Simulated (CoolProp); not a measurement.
Vapour pressure (bar) of propane: the reference equation beside estimates from Tc = 96.7 °C, pc = 42.51 bar, ω = 0.152. Clausius-Clapeyron is anchored at 23.35 °C with a constant enthalpy of vaporisation of 14.93 kJ/mol.

The numbers come from the reference Helmholtz-energy equation of state, Lemmon 2009 in CoolProp.

```
T (°C)  reference  Lee-Kesler  Clausius-Clapeyron  van der Waals  Peng-Robinson
------  ---------  ----------  ------------------  -------------  -------------
10.45       6.447       6.473               6.929          13.35          6.435
14.75       7.265       7.295               7.616          14.34          7.254
19.05       8.157       8.191               8.349          15.37              ?
23.35       9.127       9.164               9.127          16.45          9.122
27.75       10.20       10.24               9.972          17.60          10.20
32.05       11.34       11.38               10.85          18.77          11.35
36.35       12.58           ?               11.77          19.99          12.59
40.65       13.90           ?               12.75          21.26          13.93
44.95       15.33       15.36               13.77          22.58          15.36
49.35       16.89       16.93               14.87          23.98          16.95
53.65       18.53           ?               16.00          25.40          18.60
57.95           ?           ?               17.19          26.87          20.38
62.25       22.16       22.19               18.43          28.40          22.27
```

### Question
What belongs in the gaps?

### Answer

- 19.05, Peng-Robinson: 8.148
- 36.35, Lee-Kesler: 12.61
- 40.65, Lee-Kesler: 13.94
- 53.65, Lee-Kesler: 18.56
- 57.95, reference: 20.29
- 57.95, Lee-Kesler: 20.32

Absolute difference from the reference over all 13 rows, mean and median: Lee-Kesler 0.3 and 0.3 %, Clausius-Clapeyron 8.0 and 7.5 %, van der Waals 62.3 and 58.9 %, Peng-Robinson 0.2 and 0.2 %.
